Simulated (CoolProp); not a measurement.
The numbers come from the reference Helmholtz-energy equation of state, Pan 2012 in CoolProp.

Task: For R236FA, give the phase and the density (kg/m³), cp (kJ/(kg K)), cv (kJ/(kg K)), conductivity (mW/(m K)) at 385.2 K and 8.77 bar; 400 K and 8.77 bar.

Result: 
- 385.2 K and 8.77 bar: gas; density 47.2, cp 1.04, cv 0.935, conductivity 20.8
- 400 K and 8.77 bar: gas; density 44.6, cp 1.05, cv 0.955, conductivity 22.3

Thermal conductivity comes from a separate model (Huber 2003), an estimate that may be off by 10 % or more.
